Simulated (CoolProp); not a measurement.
Vapour-liquid equilibrium of cyclohexane (1) + m-xylene (2) at 0.236 bar; x and y are mole fractions of (1).

Model: multi-fluid Helmholtz-energy mixture model, Zhou 2014 and Zhou 2012; pair parameters Bell 2016, in CoolProp.

**Question.** Give the bubble temperature and the first vapour's composition at x = 0.05, 0.425, 0.95. Is there an azeotrope?

**Answer.** x = 0.05: 356.8 K, y = 0.298; x = 0.425: 327.2 K, y = 0.868; x = 0.95: 313.1 K, y = 0.992. No azeotrope shows between x = 0.05 and 0.95.

The pair parameters rest on a limited set of measurements; away from them the model extrapolates.
